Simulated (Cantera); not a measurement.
# Thermodynamics of fluorocarbon and chlorocarbon gases, feed CF4 + H2

A closed system holds: 1 mol CF4, a varied amount of H2, held at 1100 K and 910 Pa.

Equilibrium computed with Cantera from the NASA thermochemical tables; the gas is ideal and each condensed phase is pure. Candidate condensed phases: C, C6H6, C7H8, C8H18; 95 gas species. Gases not in the tables: C2F6 and larger saturated fluorocarbons. Equilibrium is a limit: real reactors are often held back by kinetics, nucleation or transport.

| n(H2) (mol) | x HF | x CF4 | x H2 | x CH4 | x CHF3 | x H2F2 | n C(graphite) |
|---|---|---|---|---|---|---|---|
| 0.47 | 0.551 | 0.449 | 2.21e-10 | <1e-12 | 4.45e-7 | 7.95e-8 | 0.235 |
| 0.68 | 0.673 | 0.327 | 3.86e-10 | <1e-12 | 4.64e-7 | 1.19e-7 | 0.340 |
| 0.99 | 0.797 | 0.203 | 6.86e-10 | <1e-12 | 4.33e-7 | 1.66e-7 | 0.495 |
| 1.4 | 0.903 | 0.0968 | 1.28e-9 | <1e-12 | 3.39e-7 | 2.13e-7 | 0.700 |
| 2.1 | 0.976 | <1e-12 | 0.0244 | 1.94e-7 | <1e-12 | 2.49e-7 | 1.000 |
| 3 | 0.800 | <1e-12 | 0.200 | 1.31e-5 | <1e-12 | 1.67e-7 | 1.000 |
| 4.4 | 0.625 | <1e-12 | 0.375 | 4.59e-5 | <1e-12 | 1.02e-7 | 1.000 |
x: gas mole fraction; n: condensed amount in mol.

From 0.47 mol H2 to 4.4 mol H2 the condensed part is C(graphite). The main C-bearing gas is CF4 at 0.47 mol H2 and CH4 at 4.4 mol H2.
